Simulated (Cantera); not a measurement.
An isothermal, constant-pressure homogeneous reactor starts with H2 : O2 : N2 = 0.74 : 1 : 2.4 (molar parts), equivalence ratio 0.37, at 1175 K and 0.300 bar.

Detailed kinetics in Cantera: the H2/O2 subset of GRI-Mech 3.0, which has no nitrogen chemistry. The temperature is held fixed by assumption; the heat of reaction is taken as removed at once.

x: mole fraction; the columns are a selection and need not sum to one.

```json
[
 {"t (s)": "1.00e-6", "x H2": "0.179", "x O2": "0.242", "x O": "2.83e-11", "x HO2": "5.53e-10", "x OH": "2.38e-11", "x H": "5.30e-10", "x H2O": "1.00e-11"},
 {"t (s)": "8.60e-6", "x H2": "0.179", "x O2": "0.242", "x O": "1.42e-9", "x HO2": "4.95e-9", "x OH": "8.04e-10", "x H": "6.16e-9", "x H2O": "3.06e-9"},
 {"t (s)": "7.40e-5", "x H2": "0.179", "x O2": "0.242", "x O": "1.20e-5", "x HO2": "3.06e-6", "x OH": "6.40e-6", "x H": "4.26e-5", "x H2O": "5.79e-5"},
 {"t (s)": "0.000637", "x H2": "0.000834", "x O2": "0.167", "x O": "0.000511", "x HO2": "2.79e-5", "x OH": "0.000806", "x H": "0.000173", "x H2O": "0.195"},
 {"t (s)": "0.00548", "x H2": "9.34e-6", "x O2": "0.167", "x O": "6.99e-6", "x HO2": "9.71e-7", "x OH": "9.62e-5", "x H": "2.70e-7", "x H2O": "0.196"},
 {"t (s)": "0.0471", "x H2": "___", "x O2": "0.167", "x O": "___", "x HO2": "___", "x OH": "___", "x H": "___", "x H2O": "0.196"},
 {"t (s)": "0.405", "x H2": "___", "x O2": "0.167", "x O": "___", "x HO2": "9.38e-9", "x OH": "___", "x H": "1.07e-10", "x H2O": "0.196"},
 {"t (s)": "3.49", "x H2": "6.68e-9", "x O2": "0.167", "x O": "1.12e-8", "x HO2": "8.79e-9", "x OH": "3.83e-6", "x H": "1.87e-11", "x H2O": "0.196"},
 {"t (s)": "30.0", "x H2": "6.59e-9", "x O2": "0.167", "x O": "1.10e-8", "x HO2": "8.82e-9", "x OH": "3.79e-6", "x H": "1.83e-11", "x H2O": "0.196"}
]
```

What belongs in the gaps?


- 0.0471, x H2: 2.37e-7
- 0.0471, x O: 3.96e-7
- 0.0471, x HO2: 5.47e-8
- 0.0471, x OH: 2.30e-5
- 0.0471, x H: 3.26e-9
- 0.405, x H2: 2.11e-8
- 0.405, x O: 4.04e-8
- 0.405, x OH: 7.30e-6
